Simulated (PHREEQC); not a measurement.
Make-up at 25 °C: 0.0027 mol/kgw NaH2PO4, 0.16 mol/kgw HF and 6.1e-07 mol/kgw H4SiO4. Closed to the air; pH follows from the charge balance.

Equilibrium calculation in PHREEQC: ion-association model, wateq4f.dat.

```
Item                       Value
----------------  --------------
pH                          2.05
ionic strength    0.0125 mol/kgw
total alkalinity     -160 meq/kg
```

| species | molality | activity | log γ |
|---|---|---|---|
| HF | 0.0968 | 0.0970 | 0.001 |
| H2F2 | 0.0245 | 0.0245 | 0.001 |
| H+ | 0.00979 | 0.00887 | -0.043 |
| F- | 0.00819 | 0.00729 | -0.051 |
| HF2- | 0.00305 | 0.00271 | -0.051 |
| Na+ | 0.00269 | 0.00240 | -0.049 |
| H3PO4 | 0.00145 | 0.00146 | 0.001 |
| H2PO4- | 0.00125 | 0.00112 | -0.048 |
| NaF | 1.01e-5 | 1.01e-5 | 0.001 |
| SiF6-2 | 6.10e-7 | 3.91e-7 | -0.193 |
| HPO4-2 | 1.22e-8 | 7.81e-9 | -0.193 |

This is a speciation only: nothing precipitates in the calculation. wateq4f.dat counts part of the HF as a dimer, H2F2, which phreeqc.dat doesn't know; its constant is uncertain. H3PO4, which wateq4f.dat lacks, is added to it with the constant of phreeqc.dat. SiF6-2 is the database's only silicon fluoride.
